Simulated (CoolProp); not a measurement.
Properties of n-dodecane along the isotherm 172.95 °C.

The numbers come from the reference Helmholtz-energy equation of state, Lemmon 2004 in CoolProp. It is a short technical equation, of lower accuracy than the large ones.

| p (bar) | phase | density (kg/m³) | cv (kJ/(kg K)) | Joule-Thomson coefficient (K/MPa) | Prandtl number |
|---|---|---|---|---|---|
| 12.1 | liquid | 634.4 | 2.384 | -0.2396 | 7.34 |
| 24.2 | liquid | 636.7 | 2.384 | -0.2471 | 7.43 |
| 36.4 | liquid | 638.9 | 2.385 | -0.2540 | 7.51 |
| 48.5 | liquid | 641.0 | 2.385 | -0.2603 | 7.60 |
| 60.6 | liquid | 643.1 | 2.385 | -0.2662 | 7.68 |
| 72.7 | liquid | 645.0 | 2.386 | -0.2716 | 7.76 |
| 84.8 | liquid | 647.0 | 2.386 | -0.2766 | 7.84 |
| 96.9 | liquid | 648.8 | 2.386 | -0.2813 | 7.92 |
| 109 | liquid | 650.6 | 2.387 | -0.2857 | 8.00 |
| 121 | liquid | 652.4 | 2.387 | -0.2898 | 8.07 |
| 133 | liquid | 654.1 | 2.388 | -0.2936 | 8.15 |
| 145 | liquid | 655.8 | 2.388 | -0.2972 | 8.22 |
| 158 | liquid | 657.6 | 2.389 | -0.3009 | 8.30 |
| 170 | liquid | 659.1 | 2.389 | -0.3041 | 8.38 |
| 182 | liquid | 660.7 | 2.390 | -0.3071 | 8.45 |

Viscosity comes from a separate model (Huber 2004). Thermal conductivity comes from a separate model (Huber 2004).
